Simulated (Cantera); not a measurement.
Charge: 1 mol PbCl2, 180 mol H2, at 2048.15 K and 750 Torr.

Cantera equilibrium calculation (NASA polynomials, part measured and part estimated; ideal gas, pure solids and liquids). Candidate condensed phases: Pb, PbCl2; 10 gas species. Kinetics and transport are ignored.

Base state: H2 0.981, HCl 0.0108, Pb 0.00536, H 0.00222, PbCl 0.000130, Cl 1.81e-5 (mole fractions); condensed: gas only.

Question: What changes in the equilibrium state with this change: pressure from 750 Torr to 7.50 Torr?

Answer: 
| species | before | after |
|---|---|---|
| H2 | 0.981 | 0.962 |
| H | 0.00222 | 0.0220 |
| HCl | 0.0108 | 0.0107 |
| Cl | 1.81e-5 | 0.000181 |
| Pb | 0.00536 | 0.00542 |
| PbCl | 0.000130 | 1.31e-5 |
